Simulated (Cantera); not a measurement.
**Thermodynamics of iron carbonyl, mercury and lead vapours, feed Pb + N2**

Feed: 1 mol Pb, 4.6 mol N2.

Cantera equilibrium calculation (NASA polynomials, part measured and part estimated; ideal gas, pure solids and liquids). Candidate condensed phases: Pb; 4 gas species. Rates play no part.

Stable condensed phases:

```
T in °C \ P in Pa
              10      42     180     750    3200   13000   56000  240000 1000000
    877        A       A       B       B       B       B       B       B       B
    827        A       A       B       B       B       B       B       B       B
    777        A       B       B       B       B       B       B       B       B
    727        B       B       B       B       B       B       B       B       B
    677        B       B       B       B       B       B       B       B       B
    627        B       B       B       B       B       B       B       B       B
    577        B       B       B       B       B       B       B       B       B
    527        B       B       B       B       B       B       B       B       B
    477        B       B       B       B       B       B       B       B       B
    427        B       B       B       B       B       B       B       B       B
    377        B       B       B       B       B       B       B       B       B
```

A: gas only; B: Pb.
